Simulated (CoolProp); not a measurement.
Saturation properties of decamethylcyclopentasiloxane (D5) (Tc = 618.3 K, pc = 1.078 MPa, ω = 0.631).

Model: reference Helmholtz-energy equation of state, Thol 2019, in CoolProp.

```json
[
 {"T (K)": "332.3", "p (MPa)": "0.0002564", "liquid density (kg/m³)": "917.2", "enthalpy of vaporisation (kJ/kg)": "161.6", "vapour Z": "0.9991", "surface tension (mN/m)": "15.5"},
 {"T (K)": "359.3", "p (MPa)": "0.001251", "liquid density (kg/m³)": "888.3", "enthalpy of vaporisation (kJ/kg)": "152.0", "vapour Z": "0.9967", "surface tension (mN/m)": "13.6"},
 {"T (K)": "386.3", "p (MPa)": "0.004534", "liquid density (kg/m³)": "859.1", "enthalpy of vaporisation (kJ/kg)": "142.9", "vapour Z": "0.9910", "surface tension (mN/m)": "11.7"},
 {"T (K)": "413.3", "p (MPa)": "0.01309", "liquid density (kg/m³)": "829.0", "enthalpy of vaporisation (kJ/kg)": "134.0", "vapour Z": "0.9797", "surface tension (mN/m)": "9.89"},
 {"T (K)": "440.3", "p (MPa)": "0.03175", "liquid density (kg/m³)": "797.8", "enthalpy of vaporisation (kJ/kg)": "125.1", "vapour Z": "0.9607", "surface tension (mN/m)": "8.17"},
 {"T (K)": "467.3", "p (MPa)": "0.06717", "liquid density (kg/m³)": "764.9", "enthalpy of vaporisation (kJ/kg)": "115.9", "vapour Z": "0.9319", "surface tension (mN/m)": "6.55"},
 {"T (K)": "494.3", "p (MPa)": "0.1278", "liquid density (kg/m³)": "729.3", "enthalpy of vaporisation (kJ/kg)": "106.2", "vapour Z": "0.8913", "surface tension (mN/m)": "5.02"},
 {"T (K)": "521.3", "p (MPa)": "0.2236", "liquid density (kg/m³)": "689.8", "enthalpy of vaporisation (kJ/kg)": "95.62", "vapour Z": "0.8365", "surface tension (mN/m)": "3.61"},
 {"T (K)": "548.3", "p (MPa)": "0.3662", "liquid density (kg/m³)": "643.8", "enthalpy of vaporisation (kJ/kg)": "83.43", "vapour Z": "0.7637", "surface tension (mN/m)": "2.33"},
 {"T (K)": "575.3", "p (MPa)": "0.5701", "liquid density (kg/m³)": "585.7", "enthalpy of vaporisation (kJ/kg)": "68.29", "vapour Z": "0.6650", "surface tension (mN/m)": "1.21"}
]
```

It boils at 484.1 K under 1 atm.

Surface tension comes from a separate correlation (Mulero 2014), older than this fluid's equation and unchecked against measurements.
